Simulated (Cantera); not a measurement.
**Adiabatic ignition**

An adiabatic, constant-volume homogeneous reactor starts with 12.0 % CH4, 18.5 % O2, 69.5 % N2, equivalence ratio 1.3, at 1673 K and 7500 Torr.

Model: GRI-Mech 3.0 (53 species, 325 reactions), integrated in Cantera. Above 3000 K some thermodynamic fits are extrapolated.

| t (s) | T (K) | P (bar) | x CH4 | x O2 | x NO | x H2O2 | x C2H |
|---|---|---|---|---|---|---|---|
| 4.00e-6 | 1673 | 10.00 | 0.120 | 0.185 | <1e-12 | 6.08e-7 | <1e-12 |
| 1.03e-5 | 1674 | 10.0 | 0.119 | 0.185 | 5.03e-12 | 1.09e-6 | <1e-12 |
| 2.66e-5 | 1700 | 10.2 | 0.113 | 0.181 | 6.23e-11 | 5.40e-6 | 2.22e-11 |
| 6.88e-5 | 3209 | 20.8 | 6.82e-12 | 0.00438 | 0.00650 | 1.12e-6 | <1e-12 |
| 0.000177 | 3205 | 20.8 | 7.05e-12 | 0.00420 | 0.00768 | 1.09e-6 | <1e-12 |
| 0.000458 | 3205 | 20.8 | 7.05e-12 | 0.00420 | 0.00768 | 1.09e-6 | <1e-12 |
| 0.00118 | 3205 | 20.8 | 7.05e-12 | 0.00420 | 0.00768 | 1.09e-6 | <1e-12 |
| 0.00305 | 3205 | 20.8 | 7.05e-12 | 0.00420 | 0.00768 | 1.09e-6 | <1e-12 |
| 0.00787 | 3205 | 20.8 | 7.05e-12 | 0.00420 | 0.00768 | 1.09e-6 | <1e-12 |
| 0.0203 | 3205 | 20.8 | 7.05e-12 | 0.00420 | 0.00768 | 1.09e-6 | <1e-12 |
| 0.0524 | 3205 | 20.8 | 7.05e-12 | 0.00420 | 0.00768 | 1.09e-6 | <1e-12 |
| 0.135 | 3205 | 20.8 | 7.05e-12 | 0.00420 | 0.00768 | 1.09e-6 | <1e-12 |
| 0.349 | 3205 | 20.8 | 7.05e-12 | 0.00420 | 0.00768 | 1.09e-6 | <1e-12 |
| 0.901 | 3205 | 20.8 | 7.05e-12 | 0.00420 | 0.00768 | 1.09e-6 | <1e-12 |
| 2.32 | 3205 | 20.8 | 7.05e-12 | 0.00420 | 0.00768 | 1.09e-6 | <1e-12 |
| 6.00 | 3205 | 20.8 | 7.05e-12 | 0.00420 | 0.00768 | 1.09e-6 | <1e-12 |
x: mole fraction; the columns are a selection and need not sum to one.

time of steepest temperature rise: 41.6 µs
temperature at 6.00 s: 3205 K
equilibrium temperature: 3205 K
x(CH4) at 6.00 s: 7.05e-12 (gas-phase equilibrium 8.40e-12)
x(O2) at 6.00 s: 0.00420 (gas-phase equilibrium 0.00420)
x(NO) at 6.00 s: 0.00768 (gas-phase equilibrium 0.00768)
